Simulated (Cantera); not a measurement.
Cantera run:

```python
import numpy as np
import cantera as ct

gas_names = """
    C CH CH2 CH3 CH2OH CH3O CH4 CH3OH CO CO2 COOH C2 C2H CHCO,ketyl C2H2,acetylene C2H2,vinylidene
    CH2CO,ketene C2H3,vinyl CH3CO,acetyl C2H4 C2H4O,ethylen CH3CHO,ethanal CH3COOH (HCOOH)2 C2H5 C2H6
    CH3OCH3 C2H5OH C2O C3 C3H3,propargyl C3H4,allene C3H4,propyne C3H4,cyclo- C3H5,allyl C3H6,propylene
    C3H6,cyclo- C3H6O C3H7,n-propyl C3H7,i-propyl C3H8 C3H8O,1propanol C3H8O,2propanol C3O2 C4 C4H2
    C4H4,1,3-cyclo- C4H6,butadiene C4H6,2-butyne C4H6,cyclo- C4H8,1-butene C4H8,cis2-buten
    C4H8,tr2-butene C4H8,isobutene C4H8,cyclo- (CH3COOH)2 C4H9,n-butyl C4H9,i-butyl C4H9,s-butyl
    C4H9,t-butyl C4H10,isobutane C4H10,n-butane C5 C5H6,1,3cyclo- C5H8,cyclo- C5H10,1-pentene
    C5H10,cyclo- C5H11,pentyl C5H11,t-pentyl C5H12,n-pentane C5H12,i-pentane CH3C(CH3)2CH3 C6H2
    C6H5,phenyl C6H5O,phenoxy C6H6 C6H5OH,phenol C6H10,cyclo- C6H12,1-hexene C6H12,cyclo- C6H13,n-hexyl
    C7H7,benzyl C7H8 C7H8O,cresol C7H14,1-heptene C7H15,n-heptyl C7H16,n-heptane C8H8,styrene
    C8H10,ethylbenz C8H16,1-octene C8H17,n-octyl C8H18,isooctane C8H18,n-octane C9H19,n-nonyl
    C10H8,naphthale C10H21,n-decyl C12H9,o-bipheny C12H10,bipheny H HCO HO2 H2 HCHO,formaldehy HCOOH H2O
    H2O2 O OH O2 O3 Ti TiO TiO2
""".split()
cond_names = """
    C(gr) C6H6(L) C7H8(L) C8H18(L),n-octa H2O(s) H2O(L) Ti(a) Ti(b) Ti(L) TiC(s) TiC(L) TiO(a) TiO(b)
    TiO(L) TiO2(ru) TiO2(L) Ti2O3(a) Ti2O3(b) Ti2O3(L) Ti3O5(a) Ti3O5(b) Ti3O5(L) Ti4O7(s) Ti4O7(L)
""".split()


def load(file, names, dense=False):
    # The tables refer to 1 bar. Condensed volumes are neglected.
    table = {s.name: s for s in ct.Species.list_from_file(file)}
    out = []
    for n in names:
        d = dict(table[n].input_data)
        d["thermo"] = dict(d["thermo"], **{"reference-pressure": 1e5})
        if dense:
            d["equation-of-state"] = {"model": "constant-volume", "density": "1e6 g/cm^3"}
        out.append(ct.Species.from_dict(d))
    return out


gas = ct.Solution(thermo="ideal-gas", species=load("nasa_gas.yaml", gas_names))
cond = {s.name: ct.Solution(thermo="fixed-stoichiometry", species=[s], name=s.name)
        for s in load("nasa_condensed.yaml", cond_names, dense=True)}
atoms = {
    'Ti(OiPr)4': {'Ti': 1, 'C': 12, 'H': 28, 'O': 4},
    'O2': {'O': 2},
    'H2': {'H': 2},
    'CH4': {'C': 1, 'H': 4},
}
top_T = {'C(gr)': 4500}  # K; cautious upper limits of use, not melting points


def equilibrate(T, P, feed):
    n = {}
    for name, mol in feed.items():
        for a, k in atoms[name].items():
            n[a] = n.get(a, 0.0) + k * mol
    gas.TPX = T, P, n
    mass = sum(n.values()) * gas.mean_molecular_weight
    gas.equilibrate("TP")
    valid = [c for c in cond.values() if c.min_temp <= T <= top_T.get(c.name, c.max_temp)]
    mix = ct.Mixture([(gas, mass / gas.mean_molecular_weight)] + [(c, 0.0) for c in valid])
    mix.T, mix.P = T, P
    mix.equilibrate("TP", solver="vcs", rtol=1e-11, max_steps=5000)
    return mix


results = []
feed = {'Ti(OiPr)4': 1, 'O2': 2.2, 'H2': 41, 'CH4': 9.6}  # mol
T = 1273.15  # K
P = 6800  # Pa
mix = equilibrate(T, P, feed)
results.append((T, P, feed, dict(zip(mix.species_names, mix.species_moles))))
x = sorted(zip(gas.X, gas.species_names), reverse=True)
print(f"T = {T:g} K  P = {P:g} Pa  gas = {mix.phase_moles(0):.4g} mol")
print("   x: " + "  ".join(f"{s} {v:.3e}" for v, s in x if v > 0.0001))
print("   condensed (mol): " + ("  ".join(f"{mix.phase(i).name} {mix.phase_moles(i):.4g}"
      for i in range(1, mix.n_phases) if mix.phase_moles(i) > 1e-12) or "none"))
```

Result:

```
T = 1273.15 K  P = 6800 Pa  gas = 81.83 mol
   x: H2 9.056e-01  CO 9.377e-02  CH4 5.234e-04
   condensed (mol): C(gr) 13.32  TiC(s) 0.5677  Ti3O5(b) 0.1441
```

These are equilibrium values from Cantera (NASA tables, ideal gas, pure condensed phases), not measurements of a reactor. The feed counts by its element totals alone. Mutual solubility and eutectic melting of coexisting phases are not modelled. TiC: taken at fixed stoichiometry.
